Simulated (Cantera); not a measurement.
A perfectly stirred reactor is fed with 5.23 % CH4, 0.172 % CO, 19.9 % O2, 74.7 % N2, equivalence ratio 0.53, at 5.63 atm; it is adiabatic with a 425 K inlet, and is followed from long to short residence time, starting on the burning branch (τ in s: 0.082, 0.026, 0.0085, 0.0027, 0.00088, 0.00028, 9.1e-05, 2.9e-05, 9.4e-06, 3e-06).

Computed with Cantera and GRI-Mech 3.0 (53 species, 325 reactions).

Question: Predict: blow-out, bracketed by the residence times tried; x(CH4) at τ = 82.0 ms; x(CO) at τ = 82.0 ms; x(O2) at τ = 82.0 ms; x(NO) at τ = 82.0 ms; x(H2O2) at τ = 82.0 ms; x(CH4) at τ = 0.280 ms; x(CO) at τ = 0.280 ms; x(O2) at τ = 0.280 ms.

Answer: 
| Property | Result |
|---|---|
| blow-out, bracketed by the residence times tried | burning at 0.880 ms, out at 0.280 ms |
| x(CH4) at τ = 82.0 ms | 1.34e-5 |
| x(CO) at τ = 82.0 ms | 0.000154 |
| x(O2) at τ = 82.0 ms | 0.0933 |
| x(NO) at τ = 82.0 ms | 2.22e-6 |
| x(H2O2) at τ = 82.0 ms | 1.01e-7 |
| x(CH4) at τ = 0.280 ms | 0.0523 |
| x(CO) at τ = 0.280 ms | 0.00172 |
| x(O2) at τ = 0.280 ms | 0.199 |
